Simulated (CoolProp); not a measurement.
Dimethyl carbonate along the isotherm 326.85 °C: density (kg/m³) from the reference equation and from simpler models built on Tc = 283.9 °C, pc = 4.909 MPa, ω = 0.346; each cubic takes its own stable root.

Computed with CoolProp (reference Helmholtz-energy equation of state, Zhou 2011).

```csv
p (MPa),phase,reference
0.164,gas,2.988
0.327,gas,6.014
0.491,gas,9.115
0.655,gas,12.28
0.818,gas,15.48
0.982,gas,18.77
1.15,gas,22.22
1.31,gas,25.57
1.47,gas,28.99
1.64,gas,32.71
1.8,gas,36.30
1.96,gas,39.97
2.13,gas,43.96
2.29,gas,47.82
2.45,gas,51.79
```

Q: How far does each simpler model (ideal gas, Peng-Robinson) lie from the reference over these 15 states: mean and median of the absolute difference, and the worst?

A: 
- ideal gas: mean 7.6 %, median 7.5 %, worst -14.6 % at 326.85 °C and 2.45 MPa
- Peng-Robinson: mean 0.7 %, median 0.7 %, worst +1.3 % at 326.85 °C and 2.45 MPa
